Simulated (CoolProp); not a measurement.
Vapour-liquid equilibrium of benzene (1) + m-xylene (2) at 87.55 °C; x and y are mole fractions of (1).

Model: multi-fluid Helmholtz-energy mixture model, Thol 2012 and Zhou 2012; pair parameters Bell 2016, in CoolProp.

Question: Give the bubble pressure and the first vapour's composition at x = 0.2, 0.275, 0.725. Is there an azeotrope?

Answer: x = 0.2: 41.56 kPa, y = 0.607; x = 0.275: 49.42 kPa, y = 0.698; x = 0.725: 96.88 kPa, y = 0.939. No azeotrope shows between x = 0.05 and 0.95.

Pair parameters are fitted to limited data, so mixtures are less certain than the pure fluids. The gap from Raoult's law changes sign with composition, which may be real or a fault of the pair parameters; it wasn't checked against measurements.
